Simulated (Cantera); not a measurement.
Mixture: CH4 : H2 : O2 : N2 = 1 : 0.97 : 4.78 : 19.6 (molar parts), at 750 Torr, adiabatic and at constant pressure. Ignition delay is the time to a rise of 400 K.

Cantera simulation using GRI-Mech 3.0 (53 species, 325 reactions); the numbers are that mechanism's predictions, not measurements.

**Question.** Predict: delay at 1175 K; delay at 1225 K; delay at 1275 K; delay at 1325 K; delay at 1375 K; delay at 1425 K; apparent activation energy between 1325 and 1425 K.

**Answer.** 
```json
{
  "delay at 1175 K": "0.893 ms",
  "delay at 1225 K": "0.583 ms",
  "delay at 1275 K": "0.397 ms",
  "delay at 1325 K": "0.281 ms",
  "delay at 1375 K": "0.205 ms",
  "delay at 1425 K": "0.155 ms",
  "apparent activation energy between 1325 and 1425 K": "94 kJ/mol"
}
```
